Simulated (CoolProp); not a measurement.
Properties of n-perfluoropentane along the isotherm -39.65 °C.

Model: reference Helmholtz-energy equation of state, Gao 2022, in CoolProp.

```
p (bar)   phase        Z  Joule-Thomson coefficient (K/MPa)  isothermal compressibility (1/MPa)  expansivity (1/kK)
-------  ------  -------  ---------------------------------  ----------------------------------  ------------------
3.87     liquid  0.03187                            -0.3787                            0.001670               1.587
7.74     liquid  0.06369                            -0.3794                            0.001660                 ___
11.6     liquid  0.09539                            -0.3801                                 ___               1.575
15.5     liquid      ___                            -0.3808                            0.001640               1.570
19.3     liquid   0.1585                            -0.3815                            0.001630               1.564
23.2     liquid   0.1904                            -0.3821                            0.001621                 ___
27.1     liquid   0.2223                                ___                            0.001611               1.553
30.9     liquid      ___                            -0.3834                                 ___                 ___
```

Task: What belongs in the gaps?

Result: 
- 7.74, expansivity (1/kK): 1.581
- 11.6, isothermal compressibility (1/MPa): 0.001650
- 15.5, Z: 0.1274
- 23.2, expansivity (1/kK): 1.559
- 27.1, Joule-Thomson coefficient (K/MPa): -0.3828
- 30.9, Z: 0.2533
- 30.9, isothermal compressibility (1/MPa): 0.001602
- 30.9, expansivity (1/kK): 1.548
